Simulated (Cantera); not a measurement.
Mixture: CH₄ : O₂ : N₂ : CO₂ = 1 : 5 : 18.8 : 5.7 (molar parts), equivalence ratio 0.40, at 38000 Pa, adiabatic and at constant volume. Ignition delay is the time to a rise of 400 K.

Computed with Cantera and GRI-Mech 3.0 (53 species, 325 reactions).

Problem. What does this change do: CO2 5.7 to 7.3 parts?

Solution. 
```tsv
quantity	before	after
delay at 1073 K	0.634 s	0.680 s
delay at 1173 K	0.124 s	0.134 s
delay at 1273 K	29.5 ms	31.8 ms
delay at 1373 K	8.64 ms	9.29 ms
delay at 1473 K	3.15 ms	3.45 ms
delay at 1573 K	1.41 ms	1.67 ms
apparent activation energy between 1373 and 1573 K	160 kJ/mol	150 kJ/mol
```

Problem. What does this change do: 0.23 parts H2 added?

Solution. 
```csv
quantity,before,after
delay at 1073 K,0.634 s,51.3 ms
delay at 1173 K,0.124 s,17.2 ms
delay at 1273 K,29.5 ms,6.31 ms
delay at 1373 K,8.64 ms,2.69 ms
delay at 1473 K,3.15 ms,1.32 ms
delay at 1573 K,1.41 ms,0.719 ms
apparent activation energy between 1373 and 1573 K,160 kJ/mol,120 kJ/mol
```
